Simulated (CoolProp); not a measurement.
Vapour-liquid equilibrium of o-xylene (1) + n-nonane (2) at 98.85 °C; x and y are mole fractions of (1).

Model: multi-fluid Helmholtz-energy mixture model, Zhou 2012 and Lemmon 2006; pair parameters Bell 2016, in CoolProp.

| x | bubble pressure (bar) | y at the bubble point | dew pressure at overall composition x (bar) | liquid density (mol/L) |
|---|---|---|---|---|
| 0.05 | 0.2071 | 0.073 | 0.2055 | 5.193 |
| 0.15 | 0.2168 | 0.205 | 0.2127 | 5.383 |
| 0.25 | 0.2256 | 0.321 | 0.2202 | 5.585 |
| 0.35 | 0.2332 | 0.424 | 0.2277 | 5.800 |
| 0.45 | 0.2397 | 0.518 | 0.2350 | 6.031 |
| 0.55 | 0.2451 | 0.605 | 0.2418 | 6.278 |
| 0.65 | 0.2493 | 0.688 | 0.2475 | 6.544 |
| 0.75 | 0.2525 | 0.771 | 0.2518 | 6.829 |
| 0.85 | 0.2544 | 0.857 | 0.2543 | 7.138 |
| 0.95 | 0.2550 | 0.950 | 0.2550 | 7.471 |

y crosses x between x = 0.85 and 0.95: the model has an azeotrope there.

Pair parameters are fitted to limited data, so mixtures are less certain than the pure fluids.
